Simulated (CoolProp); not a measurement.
Ethylene along the isotherm 37.35 °C: density (kg/m³) from the reference equation and from simpler models built on Tc = 9.2 °C, pc = 5.042 MPa, ω = 0.087; each cubic takes its own stable root.

Model: reference Helmholtz-energy equation of state, Smukala 2000, in CoolProp.

| p (MPa) | phase | reference |
|---|---|---|
| 0.0797 | gas | 0.8695 |
| 0.129 | gas | 1.411 |
| 0.208 | gas | 2.284 |
| 0.336 | gas | 3.714 |
| 0.543 | gas | 6.067 |
| 0.877 | gas | 9.977 |
| 1.42 | gas | 16.66 |
| 2.29 | gas | 28.37 |
| 3.7 | gas | 50.88 |
| 5.98 | supercritical | 105.0 |
| 9.66 | supercritical | 267.7 |
| 15.6 | supercritical | 352.3 |
| 25.2 | supercritical | 401.6 |

### Question
How far does each simpler model (van der Waals, Redlich-Kwong, Soave-Redlich-Kwong, Peng-Robinson) lie from the reference over these 13 states: mean and median of the absolute difference, and the worst?

### Answer
- van der Waals: mean 4.7 %, median 0.4 %, worst -21.8 % at 37.35 °C and 25.2 MPa
- Redlich-Kwong: mean 1.7 %, median 0.2 %, worst -8.7 % at 37.35 °C and 9.66 MPa
- Soave-Redlich-Kwong: mean 2.1 %, median 0.0 %, worst -11.7 % at 37.35 °C and 9.66 MPa
- Peng-Robinson: mean 1.6 %, median 0.6 %, worst +4.9 % at 37.35 °C and 25.2 MPa
